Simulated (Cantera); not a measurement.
Input (Python, Cantera) and output of one run.

```python
import numpy as np
import cantera as ct

gas_names = """
    H HO2 H2 H2O H2O2 O OH O2 O3
""".split()
cond_names = """
    H2O(s) H2O(L)
""".split()


# ... load() reads the species with a 1 bar reference pressure and builds the phases ...
atoms = {
    'H2O': {'H': 2, 'O': 1},
    'H2': {'H': 2},
}
top_T = {}  # K; cautious upper limits of use, not melting points


# ... equilibrate(T, P, feed) seeds the gas with the atoms and calls Mixture.equilibrate('TP', solver="vcs", rtol=1e-11, max_steps=5000) ...
results = []
T = 3250  # K
P = 1000  # Pa
for m in [0.28, 0.39, 0.53, 0.73, 1, 1.4, 1.9, 2.6, 3.5, 4.8, 6.6, 9]:
    feed = {'H2O': 1, 'H2': m}  # mol
    mix = equilibrate(T, P, feed)
    results.append((T, P, feed, dict(zip(mix.species_names, mix.species_moles))))

top = {s: max(r[3][s] / sum(r[3][g] for g in gas_names) for r in results) for s in gas_names}
cols = sorted((s for s in top if top[s] > 1e-06), key=lambda s: -top[s])[:7]
seen = [c for c in cond_names if any(r[3].get(c, 0) > 1e-12 for r in results)]
print("log10 of partial pressures in bar; condensed amounts in mol")
print(f"{'n(H2)':>10s}" + "".join(f"{s[:9]:>10s}" for s in cols + seen))
for T, P, feed, n in results:
    ng = sum(n[g] for g in gas_names)
    print(f"{feed['H2']:10.4g}" + "".join(f"{np.log10(max(n[s] / ng * P / 1e5, 1e-99)):10.3f}" for s in cols)
          + "".join(f"{n.get(c, 0):10.4g}" for c in seen))
```

It prints:

```
log10 of partial pressures in bar; condensed amounts in mol
     n(H2)         H         O        H2        OH        O2       H2O
      0.28    -2.179    -2.596    -3.371    -3.564    -3.988    -4.354
      0.39    -2.170    -2.622    -3.352    -3.580    -4.039    -4.361
      0.53    -2.159    -2.652    -3.331    -3.600    -4.100    -4.370
      0.73    -2.147    -2.692    -3.306    -3.628    -4.181    -4.386
         1    -2.134    -2.742    -3.280    -3.664    -4.279    -4.408
       1.4    -2.119    -2.805    -3.251    -3.713    -4.407    -4.443
       1.9    -2.106    -2.874    -3.225    -3.768    -4.544    -4.486
       2.6    -2.093    -2.955    -3.200    -3.837    -4.705    -4.541
       3.5    -2.083    -3.041    -3.179    -3.912    -4.877    -4.606
       4.8    -2.073    -3.140    -3.159    -4.002    -5.077    -4.686
       6.6    -2.065    -3.249    -3.142    -4.103    -5.294    -4.779
         9    -2.058    -3.362    -3.130    -4.209    -5.519    -4.878
```

Equilibrium computed with Cantera from the NASA thermochemical tables; the gas is ideal and each condensed phase is pure.
